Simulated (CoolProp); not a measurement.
Saturated liquid density (kg/m³) of carbon monoxide: the reference equation beside estimates from Tc = 132.9 K, pc = 3498 kPa, ω = 0.050. Rackett uses Z = 0.29056 − 0.08775 ω.

Values from CoolProp's reference Helmholtz-energy equation of state, Lemmon 2006. It is a short technical equation, of lower accuracy than the large ones.

| T (K) | reference | Rackett | van der Waals |
|---|---|---|---|
| 87.7 | 766.1 | 777.0 | 523.3 |
| 91.3 | 749.2 | 760.5 | (withheld) |
| 94.9 | 731.6 | 743.2 | 499.9 |
| 98.4 | (withheld) | 725.7 | 487.6 |
| 102 | (withheld) | 706.8 | 474.3 |
| 105.5 | (withheld) | 687.4 | 460.4 |
| 109.1 | 653.1 | (withheld) | (withheld) |
| 112.6 | 630.4 | 643.8 | 429.0 |
| 116.2 | 604.8 | 618.7 | (withheld) |

What belongs in the gaps?


- 91.3, van der Waals: 511.9
- 98.4, reference: 713.8
- 102, reference: 694.6
- 105.5, reference: 674.8
- 109.1, Rackett: 666.1
- 109.1, van der Waals: 445.1
- 116.2, van der Waals: 410.9

Absolute difference from the reference over all 9 rows, mean and median: Rackett 1.8 and 1.8 %, van der Waals 31.8 and 31.7 %.
